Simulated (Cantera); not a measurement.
Feed: 1 mol Si(CH3)4, 0.17 mol C3H8, 1900 mol H2, at 900 K and 75.0 Torr.

These are equilibrium values from Cantera (NASA tables, ideal gas, pure condensed phases), not measurements of a reactor. Candidate condensed phases: C, C6H6, C7H8, C8H18, Si, SiC; 87 gas species. Equilibrium is a limit: real reactors are often held back by kinetics, nucleation or transport.

Base state: H2 0.998, CH4 0.00184 (mole fractions); condensed: SiC(s).

Question: What changes in the equilibrium state with this change: pressure from 75.0 Torr to 2.40 Torr?

Answer: 
```
species            before     after
----------------  -------  --------
H2                  0.998     0.999
CH4               0.00184  0.000997
SiC(s), mol          1.00      1.00
C(graphite), mol        0      1.61
```

Question: What changes in the equilibrium state with this change: Si(CH3)4 replaced by SiCl4?

Answer: 
```
species       before     after
-----------  -------  --------
H2             0.998     0.998
HCl                0   0.00134
SiHCl3             0  0.000141
CH4          0.00184   4.57e-6
SiCl4              0   6.68e-5
SiH2Cl2            0   2.82e-5
SiC(s), mol     1.00     0.501
Si(s), mol         0    0.0387
```
